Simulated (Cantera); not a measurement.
**Catalytic combustion on Pt**

An isothermal plug-flow reactor at 998 K and 500000 Pa (inlet), inlet velocity 2.1 m/s, active area per volume 100 1/m; feed 1.36 % H2, 1.23 % O2, 97.4 % N2, equivalence ratio 0.55.

Cantera simulation using Deutschmann's 1995 Pt surface mechanism with GRI-Mech 3.0 gas chemistry; the numbers are that mechanism's predictions, not measurements. Catalytic surfaces can have several steady states; this one follows from the mechanism file's or the stated starting coverage. Mass transfer to the wall is taken as infinitely fast.

| z (m) | x H2 | x O2 | x H2O | θ free Pt | θ H* | θ O* | θ OH* |
|---|---|---|---|---|---|---|---|
| 0.00063 | 0.00796 | 0.00954 | 0.00565 | 0.990 | 0.0100 | 1.67e-5 | 3.39e-5 |
| 0.0012 | 0.00393 | 0.00754 | 0.00970 | 0.996 | 0.00354 | 4.80e-5 | 8.59e-5 |
| 0.0024 | 0.00101 | 0.00609 | 0.0126 | 0.397 | 2.36e-6 | 0.598 | 0.00569 |
| 0.0046 | 0.000278 | 0.00572 | 0.0134 | 0.286 | 1.32e-6 | 0.708 | 0.00531 |
| 0.0088 | 3.47e-5 | 0.00560 | 0.0136 | 0.264 | 1.15e-6 | 0.731 | 0.00520 |
| 0.017 | 6.79e-7 | 0.00559 | 0.0137 | 0.261 | 1.13e-6 | 0.733 | 0.00519 |
| 0.033 | 5.16e-10 | 0.00559 | 0.0137 | 0.261 | 1.13e-6 | 0.733 | 0.00519 |
| 0.063 | 1.82e-10 | 0.00559 | 0.0137 | 0.261 | 1.13e-6 | 0.733 | 0.00519 |
x: gas mole fraction; θ: surface coverage.
